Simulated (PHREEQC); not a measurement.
1 kg of water holding 0.019 mol/kgw K2CO3, 0.026 mol/kgw KHCO3 and 0.0024 mol/kgw K2SO4 is evaporated at 25 °C; the solids stay in contact with the brine. The system is closed to CO2. Only these solids could form: Arcanite, Kalicinite, Misenite.

All values are PHREEQC results (Pitzer model, pitzer.dat), not measurements.

```
water left (kg)  ionic strength  water activity  Kalicinite (mol)  Arcanite (mol)  K in solution (mol/kgw)  C in solution (mol/kgw)  S in solution (mol/kgw)     pH
---------------  --------------  --------------  ----------------  --------------  -----------------------  -----------------------  -----------------------  -----
1                        0.0901           0.998                 0               0                   0.0688                   0.0450                  0.00240   9.89
0.8219                    0.110           0.998                 0               0                   0.0837                   0.0548                  0.00292   9.87
0.5552                    0.162           0.997                 0               0                    0.124                   0.0811                  0.00432   9.82
0.4563                    0.198           0.996                 0               0                    0.151                   0.0986                  0.00526   9.80
0.375                     0.240           0.995                 0               0                    0.183                    0.120                  0.00640   9.78
0.3082                    0.293           0.994                 0               0                    0.223                    0.146                  0.00779   9.75
0.2082                    0.433           0.992                 0               0                    0.330                    0.216                   0.0115   9.70
0.1711                    0.527           0.990                 0               0                    0.402                    0.263                   0.0140   9.68
0.1407                    0.641           0.988                 0               0                    0.489                    0.320                   0.0171   9.66
0.09502                   0.949           0.982                 0               0                    0.724                    0.474                   0.0253   9.61
0.07809                    1.16           0.978                 0               0                    0.881                    0.576                   0.0307   9.58
0.06418                    1.41           0.974                 0               0                     1.07                    0.701                   0.0374   9.56
0.05276                    1.71           0.968                 0               0                     1.30                    0.853                   0.0455   9.54
0.03564                    2.53           0.954                 0               0                     1.93                     1.26                   0.0673   9.51
0.0293                     3.08           0.944                 0               0                     2.35                     1.54                   0.0819   9.50
0.02407                    3.75           0.932                 0               0                     2.86                     1.87                   0.0997   9.51
0.01627                    5.49           0.898                 0        0.000273                     4.19                     2.77                    0.131   9.55
0.01337                    6.52           0.878                 0         0.00101                     4.99                     3.36                    0.104   9.59
0.011                      7.79           0.852                 0         0.00152                     5.98                     4.09                   0.0804   9.66
0.009032                   8.74           0.834           0.00571         0.00184                     6.58                     4.35                   0.0619   9.85
0.006095                   11.2           0.781            0.0152         0.00221                     8.07                     4.89                   0.0305  10.34
0.005014                   12.9           0.740            0.0184         0.00231                     9.14                     5.31                   0.0189  10.64
```

Arcanite from water left = 0.01627 kg (pH 9.55); Kalicinite from water left = 0.009032 kg (pH 9.85).

Species that the database lacks are ignored.
